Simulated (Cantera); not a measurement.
**Gas-phase reforming**

An isothermal, constant-pressure homogeneous reactor starts with CH4 : CO2 : H2 = 6.2 : 0.31 : 0.28 (molar parts), at 1500 K and 13300 Pa.

Model: GRI-Mech 3.0 (53 species, 325 reactions), integrated in Cantera. GRI-Mech 3.0 stops at C3 and has no aromatics, soot or wall deposition, so with more carbon than oxygen in the feed, carbon stays in small species such as C2H2 where larger ones or solid carbon would form.

```
t (s)      x CH4     x CO2    x H2     x C2H    x C2H6
--------  ------  --------  ------  --------  --------
2.00e-6    0.913    0.0457  0.0412    <1e-12    <1e-12
1.10e-5    0.913    0.0457  0.0412    <1e-12  1.82e-11
6.03e-5    0.913    0.0457  0.0412    <1e-12   3.19e-9
0.000331   0.913    0.0457  0.0413    <1e-12   5.11e-7
0.00182    0.913    0.0456  0.0415    <1e-12   4.98e-5
0.0100     0.909    0.0456  0.0436  1.97e-12  0.000636
0.0549     0.870    0.0447  0.0708  3.22e-10   0.00135
0.302      0.683    0.0386   0.212   3.62e-9  0.000647
1.66       0.338    0.0181   0.464   1.01e-8  0.000146
9.10      0.0749  0.000414   0.657   2.00e-8   1.27e-5
50.0      0.0320  0.000125   0.702   2.30e-8   4.71e-6
```
x: mole fraction; the columns are a selection and need not sum to one.

Equilibrium at this temperature and pressure: CH4 0.0306, CO2 1.13e-9, H2 0.707, C2H 2.27e-8, C2H6 4.51e-6 (gas phase only).
